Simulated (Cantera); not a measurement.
Feed: 1 mol SiC, 0.16 mol Si, 0.12 mol H2, at 2273 K and 2.60 bar.

Cantera equilibrium calculation (NASA polynomials, part measured and part estimated; ideal gas, pure solids and liquids). Candidate condensed phases: C, C6H6, C7H8, C8H18, Si, SiC; 87 gas species. Mutual solubility and eutectic melting of coexisting phases are not modelled. Gases not in the tables: Si2H6 and higher silanes. Rates play no part.

Base state: H2 0.994, H 0.00519, SiH2 0.000412, Si 0.000281, SiH 0.000174, CH4 7.72e-5, C2H2 (acetylene) 6.64e-5, Si2C 2.10e-5 (mole fractions); condensed: Si(l) + SiC(s).

Task: What changes in the equilibrium state with this change: temperature from 2273 K to 2025 K?

Result: 
| species | before | after |
|---|---|---|
| H2 | 0.994 | 0.999 |
| H | 0.00519 | 0.00119 |
| SiH2 | 0.000412 | 0.000122 |
| Si2C | 2.10e-5 | 6.81e-7 |
| C2H2 (acetylene) | 6.64e-5 | 3.26e-6 |
| Si(l), mol | 0.160 | 0.160 |
| SiC(s), mol | 1.000 | 1.000 |
